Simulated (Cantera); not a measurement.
Input (Python, Cantera) and output of one run.

```python
import numpy as np
import cantera as ct

gas_names = [...]  # 97 gases of nasa_gas.yaml made of Al, C, H, N
cond_names = """
    AL(cr) AL(L) ALN(s) C(gr) C6H6(L) C7H8(L) C8H18(L),n-octa
""".split()


# ... load() reads the species with a 1 bar reference pressure and builds the phases ...
atoms = {
    'Al(CH3)3': {'AL': 1, 'C': 3, 'H': 9},
    'N2': {'N': 2},
}
top_T = {'ALN(s)': 2750, 'C(gr)': 4500}  # K; cautious upper limits of use, not melting points


# ... equilibrate(T, P, feed) seeds the gas with the atoms and calls Mixture.equilibrate('TP', solver="vcs", rtol=1e-11, max_steps=5000) ...
results = []
feed = {'Al(CH3)3': 1, 'N2': 0.87}  # mol
P = 100000  # Pa
for T in [1125, 1225, 1325, 1425, 1525, 1625, 1725, 1825, 1925, 2025]:
    mix = equilibrate(T, P, feed)
    results.append((T, P, feed, dict(zip(mix.species_names, mix.species_moles))))

top = {s: max(r[3][s] / sum(r[3][g] for g in gas_names) for r in results) for s in gas_names}
cols = sorted((s for s in top if top[s] > 1e-06), key=lambda s: -top[s])[:7]
seen = [c for c in cond_names if any(r[3].get(c, 0) > 1e-12 for r in results)]
print("log10 of partial pressures in bar; condensed amounts in mol")
print(f"{'T/K':>10s}" + "".join(f"{s[:9]:>10s}" for s in cols + seen))
for T, P, feed, n in results:
    ng = sum(n[g] for g in gas_names)
    print(f"{T:10.4g}" + "".join(f"{np.log10(max(n[s] / ng * P / 1e5, 1e-99)):10.3f}" for s in cols)
          + "".join(f"{n.get(c, 0):10.4g}" for c in seen))
```

Result:

```
log10 of partial pressures in bar; condensed amounts in mol
       T/K        H2        N2       CH4       HCN         H C2H2,acet       HNC    ALN(s)     C(gr)
      1125    -0.046    -1.109    -1.632    -5.091    -7.375    -7.685    -7.569         1     2.889
      1225    -0.040    -1.115    -1.961    -4.587    -6.526    -6.829    -6.835         1     2.947
      1325    -0.037    -1.117    -2.247    -4.161    -5.805    -6.107    -6.213         1     2.972
      1425    -0.036    -1.118    -2.496    -3.795    -5.184    -5.489    -5.679         1     2.984
      1525    -0.035    -1.119    -2.713    -3.478    -4.644    -4.953    -5.216         1     2.989
      1625    -0.035    -1.121    -2.903    -3.201    -4.169    -4.484    -4.811         1      2.99
      1725    -0.035    -1.122    -3.071    -2.956    -3.749    -4.071    -4.454         1     2.989
      1825    -0.035    -1.125    -3.220    -2.740    -3.374    -3.703    -4.136         1     2.986
      1925    -0.036    -1.128    -3.354    -2.547    -3.037    -3.375    -3.853    0.9999     2.979
      2025    -0.037    -1.132    -3.474    -2.374    -2.734    -3.080    -3.600    0.9993     2.968
```

Equilibrium computed with Cantera from the NASA thermochemical tables; the gas is ideal and each condensed phase is pure. The feed counts by its element totals alone.
